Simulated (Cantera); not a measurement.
A Cantera script and what it prints.

```python
import numpy as np
import cantera as ct

gas_names = """
    CCL4 TiCL4 CL2
""".split()
cond_names = """
    TiC(s) TiC(L)
""".split()


# ... load() reads the species with a 1 bar reference pressure and builds the phases ...
species = {s.name: s for s in load("nasa_gas.yaml", gas_names) + load("nasa_condensed.yaml", cond_names)}
# Each term lists the table entries of one substance; the one whose range holds T is used.
reactions = {
    'CCl4(g) + TiCl4(g) = TiC + 4 Cl2(g)':
        [(-1, ['CCL4']), (-1, ['TiCL4']), (1, ['TiC(s)', 'TiC(L)']), (4, ['CL2'])],
}


def pick(names, T):
    return next(species[n] for n in names if species[n].thermo.min_temp <= T <= species[n].thermo.max_temp)


results = []
for label, terms in reactions.items():
    print(label)
    print("     T/K   dH/kJ  dS/(J/K)   dG/kJ   log10 K")
    for T in [1923, 2023, 2123, 2223, 2323]:
        used = [(nu, pick(names, T)) for nu, names in terms]
        dH = sum(nu * s.thermo.h(T) for nu, s in used) / 1e6
        dS = sum(nu * s.thermo.s(T) for nu, s in used) / 1e3
        dG = dH - T * dS / 1e3
        logK = -dG * 1e6 / (ct.gas_constant * T * np.log(10))
        results.append((label, T, dH, dS, dG, logK, [s.name for _, s in used]))
        print(f"{T:8g} {dH:8.1f} {dS:8.1f} {dG:8.1f} {logK:8.2f}")
```

Output:

```
CCl4(g) + TiCl4(g) = TiC + 4 Cl2(g)
     T/K   dH/kJ  dS/(J/K)   dG/kJ   log10 K
    1923    660.0    233.5    211.0    -5.73
    2023    659.8    233.4    187.6    -4.84
    2123    659.7    233.4    164.3    -4.04
    2223    659.9    233.4    140.9    -3.31
    2323    660.2    233.6    117.6    -2.64
```

Source: NASA polynomial tables (part measured, part estimated), evaluated in Cantera. TiC: taken at fixed stoichiometry. Condensed species are held in their standard states even where they would react or evaporate.
